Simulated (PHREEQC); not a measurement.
Dissolve 0.0034 mmol/kgw H2SeO3, 0.071 mmol/kgw HCl and 0.0045 mmol/kgw FeCl3 at 25 °C. It is in equilibrium with CO2 at log p = -3.4 (atm). Otherwise closed; pH follows from the charge balance.

Model: ion-association model, wateq4f.dat, run in PHREEQC.

No solid was allowed to form.

Problem. Order these Fe species by the share of Fe that they hold, largest first: FeOH+2, Fe+3, Fe(OH)3, Fe(OH)2+.

Solution. Fe(OH)2+ (79 %), FeOH+2 (20 %), Fe+3 (0.27 %), Fe(OH)3 (0.12 %)

The pH is 4.09 and the ionic strength 8.88e-5 mol/kgw. Saturation is exceeded, for instance for Hematite (slow to form), Goethite (slow to form); the values hold only as long as no solid forms.
